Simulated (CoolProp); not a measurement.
Properties of n-perfluorohexane along the isobar 2.57 MPa (Tc = 174.9 °C, pc = 1.742 MPa, ω = 0.497).

The numbers come from the reference Helmholtz-energy equation of state, Gao 2022 in CoolProp.

| T (°C) | phase | density (kg/m³) | cp (kJ/(kg K)) | cv (kJ/(kg K)) | expansivity (1/kK) |
|---|---|---|---|---|---|
| -36.85 | liquid | 1856 | ? | 0.7575 | 1.462 |
| -21.65 | liquid | 1815 | 0.9721 | 0.7822 | 1.489 |
| -6.35 | liquid | 1773 | 0.9955 | ? | 1.529 |
| 8.95 | liquid | 1732 | 1.019 | 0.8293 | 1.584 |
| 24.15 | liquid | 1690 | 1.042 | 0.8511 | 1.656 |
| 39.45 | liquid | ? | ? | ? | 1.750 |
| 54.75 | liquid | 1601 | 1.087 | 0.8922 | 1.870 |
| 69.95 | liquid | 1555 | 1.110 | 0.9114 | ? |
| 85.25 | liquid | 1505 | 1.133 | 0.9301 | 2.232 |
| 100.55 | liquid | 1452 | 1.158 | 0.9483 | 2.510 |
| 115.75 | liquid | 1393 | 1.185 | 0.9661 | 2.897 |
| 131.05 | liquid | 1327 | 1.217 | 0.9841 | 3.475 |
| 146.35 | liquid | 1251 | 1.257 | 1.003 | 4.412 |
| 161.55 | liquid | 1156 | 1.319 | 1.022 | 6.160 |
| 176.85 | supercritical | 1023 | 1.450 | 1.044 | 10.60 |

### Question
What belongs in the gaps?

### Answer

- -36.85, cp (kJ/(kg K)): 0.9488
- -6.35, cv (kJ/(kg K)): 0.8062
- 39.45, density (kg/m³): 1646
- 39.45, cp (kJ/(kg K)): 1.064
- 39.45, cv (kJ/(kg K)): 0.8721
- 69.95, expansivity (1/kK): 2.026
